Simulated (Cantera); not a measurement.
A closed system holds: 1 mol AlCl3, 36 mol N2, 78 mol H2, held at 10.0 mbar.

Equilibrium computed with Cantera from the NASA thermochemical tables; the gas is ideal and each condensed phase is pure. Candidate condensed phases: Al, AlCl3, AlN, NH4Cl; 20 gas species. The numbers say what is thermodynamically allowed, not how fast it happens.

Question: Which condensed phases are stable at each of these points (T (°C)): 1052, 1102, 1152, 1202, 1252, 1302, 1352, 1402, 1452?

Answer: 
```
T (°C)  condensed phases  Al condensed (%)
------  ----------------  ----------------
1052              AlN(s)              90.1
1102              AlN(s)              87.3
1152              AlN(s)              80.7
1202              AlN(s)              66.1
1252              AlN(s)              37.5
1302            gas only               0.0
1352            gas only               0.0
1402            gas only               0.0
1452            gas only               0.0
```

From 1052 °C to 1252 °C the condensed part is AlN(s). From 1302 °C to 1452 °C nothing is condensed.
